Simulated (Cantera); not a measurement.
Feed: 1 mol Fe3O4, 1.3 mol C, 2.9 mol N2, held at 0.150 bar.

Cantera equilibrium calculation (NASA polynomials, part measured and part estimated; ideal gas, pure solids and liquids). Candidate condensed phases: C, Fe, Fe(CO)5, FeO, Fe2O3, Fe3O4; 27 gas species. Each liquid is taken as pure. Mutual solubility and eutectic melting of coexisting phases are not modelled. The tables' stoichiometric FeO is somewhat more stable than real wüstite, so its field is too wide. FeO: taken at fixed stoichiometry. Equilibrium is a limit: real reactors are often held back by kinetics, nucleation or transport. All values below are at 1875 K.

Base state: N2 0.690, CO 0.278, CO2 0.0311, Fe 0.000541 (mole fractions); condensed: Fe(l) + FeO(l).

Task: What changes in the equilibrium state with this change: 0.013 mol CH4 added?

Result: 
```json
[
 {"species": "N2", "before": "0.690", "after": "0.684"},
 {"species": "CO", "before": "0.278", "after": "0.278"},
 {"species": "CO2", "before": "0.0311", "after": "0.0311"},
 {"species": "H2", "before": "0", "after": "0.00416"},
 {"species": "H2O", "before": "0", "after": "0.00191"},
 {"species": "Fe", "before": "0.000541", "after": "0.000541"},
 {"species": "H", "before": "0", "after": "0.000109"},
 {"species": "Fe(l), mol", "before": "0.428", "after": "0.451"},
 {"species": "FeO(l), mol", "before": "2.57", "after": "2.55"}
]
```
Further candidate phases: C6H6, C7H8, C8H18, Fe(OH)2, Fe(OH)3, H2O.
